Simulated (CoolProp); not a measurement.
Computed with CoolProp (reference Helmholtz-energy equation of state, Span 2000).

**Question.** Give the vapour pressure (MPa), liquid density (kg/m³), enthalpy of vaporisation (kJ/kg), surface tension (mN/m) of saturated nitrogen at 83.6, 99.5, 120.7 K.

**Answer.** 
```csv
T (K),p (MPa),liquid density (kg/m³),enthalpy of vaporisation (kJ/kg),surface tension (mN/m)
83.6,0.199,777,191,7.49
99.5,0.752,692,162,4.18
120.7,2.60,514,87.8,0.583
```

Surface tension comes from a separate correlation (Mulero 2012).
